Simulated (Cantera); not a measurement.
An adiabatic, constant-volume homogeneous reactor starts with CH₄ : O₂ : N₂ : H₂O = 1 : 5.13 : 19.3 : 0.97 (molar parts), equivalence ratio 0.39, at 1800 K and 1.70 bar. Integrator tolerance rtol = 1e-08.

Computed with Cantera and GRI-Mech 3.0 (53 species, 325 reactions).

```
quantity                                                            before                                    after
---------------------------------  ---------------------------------------  ---------------------------------------
time of steepest temperature rise                                  62.5 µs                                  2.83 ms
temperature at 3.00 s                                               2580 K                                   2288 K
equilibrium temperature                                             2580 K                                   2288 K
x(CH₄) at 3.00 s                     <1e-12 (gas-phase equilibrium <1e-12)    <1e-12 (gas-phase equilibrium <1e-12)
x(O₂) at 3.00 s                        0.106 (gas-phase equilibrium 0.106)      0.112 (gas-phase equilibrium 0.112)
x(H₂O) at 3.00 s                       0.103 (gas-phase equilibrium 0.103)      0.109 (gas-phase equilibrium 0.109)
x(NO) at 3.00 s                      0.0179 (gas-phase equilibrium 0.0179)    0.0107 (gas-phase equilibrium 0.0107)
x(HO₂) at 3.00 s                   1.33e-5 (gas-phase equilibrium 1.33e-5)  6.65e-6 (gas-phase equilibrium 6.65e-6)
x(CO₂) at 3.00 s                     0.0338 (gas-phase equilibrium 0.0338)    0.0371 (gas-phase equilibrium 0.0371)
```

Task: Which change was made?
A. initial temperature 1800 to 1823 K
B. initial temperature 1800 to 1673 K
C. constant pressure in place of constant volume
D. initial temperature 1800 to 1348 K

Result: D, initial temperature 1800 to 1348 K
